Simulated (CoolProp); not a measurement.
Computed with CoolProp (reference Helmholtz-energy equation of state, Schroeder 2014).

Problem. Give the vapour pressure (MPa), vapour density (kg/m³), enthalpy of vaporisation (kJ/kg), liquid cp (kJ/(kg K)) of saturated ethanol at 390.2 K.

Solution. 
```tsv
T (K)	p (MPa)	vapour density (kg/m³)	enthalpy of vaporisation (kJ/kg)	liquid cp (kJ/(kg K))
390.2	0.390	6.01	775	3.39
```
